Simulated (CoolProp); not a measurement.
Vapour-liquid equilibrium of R1234ze(E) (1) + n-pentane (2) at 315.5 K; x and y are mole fractions of (1).

Model: multi-fluid Helmholtz-energy mixture model, Thol 2016 and Thol 2019; pair parameters Bell 2016, in CoolProp.

Problem. Give the bubble pressure and the first vapour's composition at x = 0.05, 0.5, 0.8. Is there an azeotrope?

Solution. x = 0.05: 203.9 kPa, y = 0.398; x = 0.5: 606.3 kPa, y = 0.846; x = 0.8: 731.4 kPa, y = 0.917. No azeotrope shows between x = 0.05 and 0.95.

The pair parameters rest on a limited set of measurements; away from them the model extrapolates.
